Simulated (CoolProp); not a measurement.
A single-stage vapour-compression cycle with cis-2-butene: evaporating at 235.15 K (dew point), condensing at 264.15 K (bubble point), superheat 8 K, subcooling 0 K, compressor efficiency 0.6, no pressure losses. Each further row changes one setting.

Values from CoolProp's reference Helmholtz-energy equation of state, Lemmon 2005. It is a short technical equation, of lower accuracy than the large ones.

```tsv
case	cooling COP	pressure ratio	discharge temperature (K)	refrigerating effect (kJ/kg)	volumetric capacity (kJ/m³)
as stated	4.42	4.11	310.8	402	166
evaporating temperature 240.15 K	5.55	3.13	303.2	408	…
condensing temperature 259.15 K	5.43	3.31	300.4	413	171
subcooling 5 K	4.54	4.11	310.8	413	171
superheat 18 K	…	4.11	321.6	415	…
compressor efficiency 0.5	3.68	4.11	322.7	402	166
```

Task: Fill in the missing entries.

Result: 
- evaporating temperature 240.15 K, volumetric capacity (kJ/m³): 218
- superheat 18 K, cooling COP: 4.38
- superheat 18 K, volumetric capacity (kJ/m³): 165
